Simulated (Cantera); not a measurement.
## Adiabatic ignition

An adiabatic, constant-volume homogeneous reactor starts with CH4 : H2 : O2 : N2 = 1 : 0.26 : 2.79 : 10.5 (molar parts), equivalence ratio 0.76, at 1750 K and 160000 Pa.

Model: GRI-Mech 3.0 (53 species, 325 reactions), integrated in Cantera.

| t (s) | T (K) | P (bar) | x CH4 | x H2 | x O2 | x O | x HCO |
|---|---|---|---|---|---|---|---|
| 2.00e-6 | 1750 | 1.60 | 0.0687 | 0.0179 | 0.192 | 3.70e-7 | 2.97e-11 |
| 8.89e-6 | 1750 | 1.60 | 0.0686 | 0.0179 | 0.192 | 1.24e-6 | 1.76e-9 |
| 3.95e-5 | 1770 | 1.62 | 0.0629 | 0.0180 | 0.188 | 3.06e-5 | 2.73e-6 |
| 0.000175 | 2938 | 2.77 | <1e-12 | 0.0119 | 0.0498 | 0.0123 | 5.40e-8 |
| 0.000780 | 2924 | 2.75 | <1e-12 | 0.0120 | 0.0450 | 0.0112 | 5.24e-8 |
| 0.00346 | 2923 | 2.75 | <1e-12 | 0.0120 | 0.0445 | 0.0110 | 5.23e-8 |
| 0.0154 | 2923 | 2.75 | <1e-12 | 0.0120 | 0.0445 | 0.0110 | 5.23e-8 |
| 0.0684 | 2923 | 2.75 | <1e-12 | 0.0120 | 0.0445 | 0.0110 | 5.23e-8 |
| 0.304 | 2923 | 2.75 | <1e-12 | 0.0120 | 0.0445 | 0.0110 | 5.23e-8 |
| 1.35 | 2923 | 2.75 | <1e-12 | 0.0120 | 0.0445 | 0.0110 | 5.23e-8 |
| 6.00 | 2923 | 2.75 | <1e-12 | 0.0120 | 0.0445 | 0.0110 | 5.23e-8 |
x: mole fraction; the columns are a selection and need not sum to one.

time of steepest temperature rise: 56.7 µs
temperature at 6.00 s: 2923 K
equilibrium temperature: 2923 K
x(CH4) at 6.00 s: <1e-12 (gas-phase equilibrium <1e-12)
x(H2) at 6.00 s: 0.0120 (gas-phase equilibrium 0.0120)
x(O2) at 6.00 s: 0.0445 (gas-phase equilibrium 0.0445)
